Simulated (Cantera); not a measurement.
## Thermodynamics of carbon deposition, reforming and gasification, feed C2H4 + H2O + N2

Feed: 1 mol C2H4, 0.37 mol H2O, 0.41 mol N2, held at 1.00 Torr.

Method: chemical equilibrium by Gibbs-energy minimisation in Cantera with the NASA 1993 tables (ideal gas, pure condensed phases). Candidate condensed phases: C, C6H6, C7H8, C8H18, H2O; 136 gas species. Kinetics and transport are ignored.

From 2100 °C to 2600 °C the condensed part is C(graphite). From 2650 °C to 2750 °C nothing is condensed. The main C-bearing gas is CO at 2100 °C and C3 at 2750 °C.

```tsv
T (°C)	x H	x H2	x N2	x CO	x C3	x C	x CN	x HCN	x C2	n C(graphite)
2100	0.272	0.505	0.106	0.101	4.63e-5	1.98e-5	0.000302	0.0117	4.17e-6	1.56
2150	0.327	0.455	0.102	0.0982	0.000108	4.19e-5	0.000465	0.0125	9.82e-6	1.55
2200	0.387	0.401	0.0972	0.0946	0.000244	8.58e-5	0.000702	0.0131	2.23e-5	1.53
2250	0.448	0.347	0.0927	0.0910	0.000531	0.000171	0.00104	0.0134	4.92e-5	1.52
2300	0.509	0.292	0.0883	0.0873	0.00112	0.000331	0.00151	0.0136	0.000105	1.50
2350	0.566	0.241	0.0840	0.0837	0.00230	0.000625	0.00216	0.0135	0.000217	1.47
2400	0.617	0.193	0.0798	0.0802	0.00460	0.00115	0.00306	0.0132	0.000438	1.42
2450	0.659	0.151	0.0759	0.0770	0.00893	0.00208	0.00425	0.0126	0.000859	1.33
2500	0.691	0.115	0.0719	0.0738	0.0169	0.00367	0.00583	0.0119	0.00164	1.18
2550	0.709	0.0852	0.0676	0.0703	0.0314	0.00634	0.00787	0.0110	0.00308	0.882
2600	0.708	0.0605	0.0625	0.0663	0.0568	0.0108	0.0104	0.00978	0.00563	0.335
2650	0.710	0.0438	0.0596	0.0636	0.0701	0.0159	0.0123	0.00791	0.00791	0
2700	0.722	0.0329	0.0588	0.0625	0.0672	0.0213	0.0135	0.00610	0.00934	0
2750	0.729	0.0247	0.0580	0.0615	0.0635	0.0282	0.0146	0.00469	0.0109	0
```
x: gas mole fraction; n: condensed amount in mol.
